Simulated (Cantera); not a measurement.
Input: 1 mol Si, 0.014 mol N₂O, 13 mol N₂, held at 1475 K.

Equilibrium computed with Cantera from the NASA thermochemical tables; the gas is ideal and each condensed phase is pure. Candidate condensed phases: Si, SiO₂, Si₂N₂O, Si₃N₄; 16 gas species. Mutual solubility and eutectic melting of coexisting phases are not modelled. The numbers say what is thermodynamically allowed, not how fast it happens.

log p: log10 of the partial pressure in bar; n: condensed amount in mol.

```
P (Pa)   log p N₂  log p Si  log p SiO  log p Si₂N  log p SiN  log p Si₂  n Si(s)  n Si₃N₄(s)  n Si₂N₂O(s)
-------  --------  --------  ---------  ----------  ---------  ---------  -------  ----------  -----------
0.100       -6.00     -8.24      -8.97      -10.92     -11.09     -11.21    0.910           0            0
0.600       -5.22     -8.24      -8.19      -10.53     -10.70     -11.21    0.973           0            0
3.60        -4.44     -8.31      -7.39      -10.27     -10.37          ?        0       0.328            0
22          -3.66     -8.83      -6.63      -10.93     -10.50          ?        0       0.328     0.000688
130         -2.89     -9.34      -6.88      -11.57     -10.63          ?        0       0.324       0.0128
770         -2.11     -9.86      -7.14      -12.22     -10.76       <-14        0       0.324       0.0139
4600        -1.34    -10.38      -7.40      -12.86     -10.89       <-13        0       0.324       0.0140
28000       -0.55    -10.90      -7.66        <-12     -11.02       <-12        0       0.324       0.0140
170000       0.23    -11.42      -7.92        <-11     -11.15       <-11        0       0.324       0.0140
1000000      1.00      <-11      -8.18        <-11       <-11       <-11        0       0.324       0.0140
```

Problem. Some entries are withheld; supply them.

Solution. 
- 3.60, log p Si₂: -11.34
- 22, log p Si₂: -12.39
- 130, log p Si₂: -13.42
